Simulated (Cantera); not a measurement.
# Hydrocarbon pyrolysis for carbon deposition

An isothermal, constant-pressure homogeneous reactor starts with 0.763 % C2H6, 99.2 % N2, at 1425 K and 0.0950 bar.

Model: GRI-Mech 3.0 (53 species, 325 reactions), integrated in Cantera. GRI-Mech 3.0 stops at C3 and has no aromatics, soot or wall deposition, so with more carbon than oxygen in the feed, carbon stays in small species such as C2H2 where larger ones or solid carbon would form.

```csv
t (s),x C2H6,x C2H,x HCN,x H2,x H
2.00e-5,0.00763,<1e-12,<1e-12,6.96e-9,1.92e-8
0.000100,0.00759,<1e-12,<1e-12,8.69e-7,5.64e-7
0.000502,0.00731,5.08e-12,4.92e-9,0.000119,1.40e-5
0.00252,0.00441,2.82e-9,3.12e-7,0.00263,4.23e-5
0.0126,0.000197,1.48e-8,8.15e-7,0.00873,3.97e-5
0.0632,3.16e-6,4.30e-9,8.78e-7,0.0115,7.90e-6
0.317,3.25e-7,1.53e-9,8.79e-7,0.0126,2.57e-6
1.59,1.99e-7,1.27e-9,8.79e-7,0.0130,2.09e-6
7.96,1.74e-7,1.29e-9,8.84e-7,0.0131,2.13e-6
39.9,9.72e-8,1.35e-9,9.02e-7,0.0136,2.26e-6
200,1.70e-8,1.48e-9,9.54e-7,0.0145,2.53e-6
```
x: mole fraction; the columns are a selection and need not sum to one.

Equilibrium at this temperature and pressure: C2H6 1.71e-11, C2H 1.80e-10, HCN 0.0133, H2 0.0150, H 2.73e-6 (gas phase only).
